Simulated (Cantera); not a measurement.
Gas mixture: 32.6 % C₃H₈, 16.5 % NH₃, 30.0 % H₂O, 20.9 % C₂H₄, at 3.65 atm, frozen composition.

Cantera's kinetic-theory transport with the Lennard-Jones parameters of GRI-Mech 3.0, ideal gas; thermal conductivity in the mixture-averaged form. Polar gases are described roughly by these parameters.

D: mixture-averaged diffusion coefficient of that species in the mixture.

| T (K) | ρ (kg/m³) | cp (J/kg/K) | μ (µPa s) | λ (mW/m/K) | Pr | D (cm²/s) O | D (cm²/s) OH | D (cm²/s) H₂O |
|---|---|---|---|---|---|---|---|---|
| 400 | 3.17 | 2050 | 12.6 | 35.2 | 0.732 | 0.118 | 0.115 | ___ |
| 500 | 2.53 | 2360 | 15.5 | 48.9 | 0.749 | 0.175 | 0.172 | ___ |
| 600 | 2.11 | 2641 | 18.3 | 63.6 | 0.761 | 0.241 | 0.237 | ___ |
| 700 | 1.81 | 2886 | 21.0 | 78.7 | 0.769 | 0.315 | 0.309 | ___ |
| 800 | 1.58 | 3096 | 23.5 | 94.2 | 0.773 | 0.396 | 0.389 | ___ |
| 900 | 1.41 | 3281 | 25.9 | 110 | 0.774 | 0.484 | 0.475 | ___ |
| 1000 | 1.27 | 3455 | 28.2 | 126 | 0.777 | 0.579 | 0.568 | ___ |

Complete the blanks.


- 400, D (cm²/s) H₂O: 0.0684
- 500, D (cm²/s) H₂O: 0.106
- 600, D (cm²/s) H₂O: 0.152
- 700, D (cm²/s) H₂O: 0.204
- 800, D (cm²/s) H₂O: 0.262
- 900, D (cm²/s) H₂O: 0.325
- 1000, D (cm²/s) H₂O: 0.394
